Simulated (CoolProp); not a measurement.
Properties of methane along the isotherm 208.2 K (Tc = 190.6 K, pc = 4.599 MPa, ω = 0.011).

Model: reference Helmholtz-energy equation of state, Setzmann 1991, in CoolProp.

| p (MPa) | phase | cv (kJ/(kg K)) | fugacity coefficient |
|---|---|---|---|
| 0.0218 | gas | 1.576 | 0.9988 |
| 0.0388 | gas | 1.577 | 0.9978 |
| 0.069 | gas | 1.578 | 0.9962 |
| 0.123 | gas | 1.580 | 0.9932 |
| 0.218 | gas | 1.583 | 0.9879 |
| 0.388 | gas | 1.589 | 0.9785 |
| 0.69 | gas | 1.599 | 0.9618 |
| 1.23 | gas | 1.621 | 0.9323 |
| 2.18 | gas | 1.664 | 0.8812 |
| 3.88 | gas | 1.765 | 0.7914 |
| 6.9 | supercritical | 2.040 | 0.6336 |
